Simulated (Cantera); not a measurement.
## B₂H₆ + N₂ (boron, boron nitride and boron oxide)

Input: 1 mol B₂H₆, 1.3 mol N₂, equilibrated at 72.0 mbar.

Method: chemical equilibrium by Gibbs-energy minimisation in Cantera with the NASA 1993 tables (ideal gas, pure condensed phases). Candidate condensed phases: B, BN; 15 gas species. The feed counts by its element totals alone. N₂ is the only nitrogen source here; it is nearly inert below about 1500 K, so the nitride shown seldom forms there in practice. Mutual solubility and eutectic melting of coexisting phases are not modelled. The tables' values for BH₂ are old estimates; treat these amounts as uncertain. Gases not in the tables: B₂H₆ and higher boranes. Rates play no part.

From 477 °C to 1977 °C the condensed part is BN(s). At 2127 °C the condensed part is B(l) + BN(s).

```json
[
 {"T (°C)": "477", "log p H₂": "-1.18", "log p N₂": "-2.18", "log p H": "-13.09", "log p BH₂": "<-13", "log p B": "<-13", "log p NH₃": "-5.16", "log p BH": "<-13", "log p BN": "<-13", "n BN(s)": "2.00", "n B(l)": "0"},
 {"T (°C)": "627", "log p H₂": "-1.18", "log p N₂": "-2.18", "log p H": "-10.52", "log p BH₂": "<-13", "log p B": "<-13", "log p NH₃": "-5.78", "log p BH": "<-13", "log p BN": "<-13", "n BN(s)": "2.00", "n B(l)": "0"},
 {"T (°C)": "777", "log p H₂": "-1.18", "log p N₂": "-2.18", "log p H": "-8.68", "log p BH₂": "<-13", "log p B": "<-13", "log p NH₃": "-6.24", "log p BH": "<-13", "log p BN": "<-13", "n BN(s)": "2.00", "n B(l)": "0"},
 {"T (°C)": "927", "log p H₂": "-1.18", "log p N₂": "-2.18", "log p H": "-7.30", "log p BH₂": "-13.10", "log p B": "<-13", "log p NH₃": "-6.59", "log p BH": "<-13", "log p BN": "<-13", "n BN(s)": "2.00", "n B(l)": "0"},
 {"T (°C)": "1077", "log p H₂": "-1.18", "log p N₂": "-2.18", "log p H": "-6.21", "log p BH₂": "-10.95", "log p B": "<-13", "log p NH₃": "-6.86", "log p BH": "<-13", "log p BN": "<-13", "n BN(s)": "2.00", "n B(l)": "0"},
 {"T (°C)": "1227", "log p H₂": "-1.18", "log p N₂": "-2.18", "log p H": "-5.35", "log p BH₂": "-9.23", "log p B": "<-13", "log p NH₃": "-7.08", "log p BH": "<-13", "log p BN": "<-13", "n BN(s)": "2.00", "n B(l)": "0"},
 {"T (°C)": "1377", "log p H₂": "-1.18", "log p N₂": "-2.18", "log p H": "-4.63", "log p BH₂": "-7.83", "log p B": "-12.20", "log p NH₃": "-7.25", "log p BH": "-11.76", "log p BN": "-12.77", "n BN(s)": "2.00", "n B(l)": "0"},
 {"T (°C)": "1527", "log p H₂": "-1.18", "log p N₂": "-2.18", "log p H": "-4.04", "log p BH₂": "-6.66", "log p B": "-10.08", "log p NH₃": "-7.40", "log p BH": "-9.96", "log p BN": "-10.88", "n BN(s)": "2.00", "n B(l)": "0"},
 {"T (°C)": "1677", "log p H₂": "-1.19", "log p N₂": "-2.18", "log p H": "-3.53", "log p BH₂": "-5.68", "log p B": "-8.28", "log p NH₃": "-7.53", "log p BH": "-8.44", "log p BN": "-9.28", "n BN(s)": "2.00", "n B(l)": "0"},
 {"T (°C)": "1827", "log p H₂": "-1.19", "log p N₂": "-2.19", "log p H": "-3.10", "log p BH₂": "-4.84", "log p B": "-6.75", "log p NH₃": "-7.64", "log p BH": "-7.14", "log p BN": "-7.91", "n BN(s)": "2.00", "n B(l)": "0"},
 {"T (°C)": "1977", "log p H₂": "-1.20", "log p N₂": "-2.19", "log p H": "-2.73", "log p BH₂": "-4.13", "log p B": "-5.42", "log p NH₃": "-7.75", "log p BH": "-6.02", "log p BN": "-6.73", "n BN(s)": "2.00", "n B(l)": "0"},
 {"T (°C)": "2127", "log p H₂": "-1.31", "log p N₂": "-1.72", "log p H": "-2.45", "log p BH₂": "-3.83", "log p B": "-4.50", "log p NH₃": "-7.76", "log p BH": "-5.32", "log p BN": "-5.70", "n BN(s)": "0.397", "n B(l)": "1.59"}
]
```
log p: log10 of the partial pressure in bar; n: condensed amount in mol.
